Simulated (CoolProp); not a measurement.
Vapour-liquid equilibrium of R124 (1) + R142b (2) at 15.7 bar; x and y are mole fractions of (1).

Model: multi-fluid Helmholtz-energy mixture model, de Vries 1995 and Lemmon 2006; pair parameters Bell 2016, in CoolProp.

```csv
x,"bubble temperature, mixture model (°C)","bubble temperature, Raoult's law (°C)","y, mixture model","y, Raoult's law"
0.05,85.8,85.7,0.053,0.057
0.2,85.1,84.7,0.211,0.222
0.35,84.3,83.8,0.366,0.381
0.5,83.5,82.8,0.520,0.533
0.65,82.6,81.9,0.670,0.680
0.8,81.5,81.0,0.817,0.820
0.95,80.3,80.1,0.956,0.956
```

The largest gap from Raoult's law is +0.7 K in bubble temperature, at x = 0.65. No azeotrope shows between x = 0.05 and 0.95.

Pair parameters are fitted to limited data, so mixtures are less certain than the pure fluids.
